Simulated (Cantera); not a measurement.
Feed: 1 mol C3H6, 4.1 mol CO2, at 21.0 Pa.

Equilibrium computed with Cantera from the NASA thermochemical tables; the gas is ideal and each condensed phase is pure. Candidate condensed phases: C, C6H6, C7H8, C8H18, H2O; 131 gas species. Ions and electrons are included (thermal ionisation). The numbers say what is thermodynamically allowed, not how fast it happens.

x: gas mole fraction; nothing condenses.

```json
[
 {"T (K)": "3000", "x CO": "0.501", "x H": "0.420", "x O": "0.0768", "x C": "7.03e-8", "x e-": "5.01e-9"},
 {"T (K)": "3250", "x CO": "0.500", "x H": "0.422", "x O": "0.0773", "x C": "2.05e-6", "x e-": "3.00e-8"},
 {"T (K)": "3500", "x CO": "0.500", "x H": "0.422", "x O": "0.0775", "x C": "3.73e-5", "x e-": "1.85e-7"},
 {"T (K)": "3750", "x CO": "0.499", "x H": "0.422", "x O": "0.0779", "x C": "0.000460", "x e-": "1.16e-6"},
 {"T (K)": "4000", "x CO": "0.494", "x H": "0.421", "x O": "0.0811", "x C": "?", "x e-": "?"},
 {"T (K)": "4250", "x CO": "0.467", "x H": "0.413", "x O": "0.0977", "x C": "0.0219", "x e-": "5.01e-5"},
 {"T (K)": "4500", "x CO": "?", "x H": "0.392", "x O": "?", "x C": "?", "x e-": "?"},
 {"T (K)": "4750", "x CO": "0.270", "x H": "0.358", "x O": "0.219", "x C": "0.152", "x e-": "0.000746"},
 {"T (K)": "5000", "x CO": "0.141", "x H": "0.321", "x O": "0.298", "x C": "0.237", "x e-": "0.00196"}
]
```

Q: What belongs in the gaps?

A: 
- 4000, x C: 0.00397
- 4000, x e-: 8.16e-6
- 4500, x CO: 0.393
- 4500, x O: 0.143
- 4500, x C: 0.0712
- 4500, x e-: 0.000224
